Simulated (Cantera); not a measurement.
Input: 1 mol CuO, 2.1 mol H2, 0.046 mol H2O, equilibrated at 1600 Pa.

Cantera equilibrium calculation (NASA polynomials, part measured and part estimated; ideal gas, pure solids and liquids). Candidate condensed phases: Cu, CuO, Cu(OH)2, Cu2O, H2O; 12 gas species. Equilibrium is a limit: real reactors are often held back by kinetics, nucleation or transport.

Q: Which condensed phases are stable at each of these points (T (°C)): 377, 527, 677, 827, 977, 1127, 1277, 1427, 1577, 1727?

A: 
```json
[
 {"T (°C)": "377", "condensed phases": "Cu(s)", "Cu condensed (%)": "100.0"},
 {"T (°C)": "527", "condensed phases": "Cu(s)", "Cu condensed (%)": "100.0"},
 {"T (°C)": "677", "condensed phases": "Cu(s)", "Cu condensed (%)": "100.0"},
 {"T (°C)": "827", "condensed phases": "Cu(s)", "Cu condensed (%)": "100.0"},
 {"T (°C)": "977", "condensed phases": "Cu(s)", "Cu condensed (%)": "100.0"},
 {"T (°C)": "1127", "condensed phases": "Cu(l)", "Cu condensed (%)": "100.0"},
 {"T (°C)": "1277", "condensed phases": "Cu(l)", "Cu condensed (%)": "99.8"},
 {"T (°C)": "1427", "condensed phases": "Cu(l)", "Cu condensed (%)": "97.8"},
 {"T (°C)": "1577", "condensed phases": "Cu(l)", "Cu condensed (%)": "86.4"},
 {"T (°C)": "1727", "condensed phases": "Cu(l)", "Cu condensed (%)": "19.7"}
]
```

From 377 °C to 977 °C the condensed part is Cu(s). From 1127 °C to 1727 °C the condensed part is Cu(l).
